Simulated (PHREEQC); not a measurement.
A made-up water analysis in mg/L, 25 °C, pH 3.84, pe 12.7: Na 70.4; K 85.5; Ca 432; Mg 59.5; Cl 344; S(6) as SO4 1040; B 0.151; Sr 2.06.

Na is adjusted to close the charge balance.
Valence states are taken as typed.

The numbers come from PHREEQC with the ion-association model, wateq4f.dat.

Each row changes one thing in this solution. Precipitation was switched off in this run.

| case | ionic strength (mol/kgw) | Ca+2 (mol/kgw) | SO4-2 (mol/kgw) | CaSO4 (mol/kgw) | Mg+2 (mol/kgw) | MgSO4 (mol/kgw) | SI of Gypsum (CaSO4:2H2O) | SI of Halite (NaCl) |
|---|---|---|---|---|---|---|---|---|
| as made | 0.0413 | 0.00803 | 0.00720 | 0.00277 | 0.00173 | 0.000717 | -0.27 | -6.38 |
| temperature from 25 to 35 °C at the same typed pH | 0.0404 | 0.00793 | 0.00698 | ___ | 0.00163 | 0.000825 | -0.29 | -6.40 |
| B from 0.151 to 0.302 mg/L | 0.0413 | 0.00803 | 0.00720 | 0.00277 | 0.00173 | 0.000717 | -0.27 | -6.38 |
| all concentrations times 3 at the same typed pH | 0.112 | 0.0219 | ___ | ___ | 0.00460 | ___ | +0.32 | ___ |

Q: Complete the blanks.

A: 
- temperature from 25 to 35 °C at the same typed pH, CaSO4 (mol/kgw): 0.00286
- all concentrations times 3 at the same typed pH, SO4-2 (mol/kgw): 0.0185
- all concentrations times 3 at the same typed pH, CaSO4 (mol/kgw): 0.0107
- all concentrations times 3 at the same typed pH, MgSO4 (mol/kgw): 0.00276
- all concentrations times 3 at the same typed pH, SI of Halite (NaCl): -5.48

Complexes and solids missing from the database can't appear. Some of these states are supersaturated (in Gypsum, for instance).
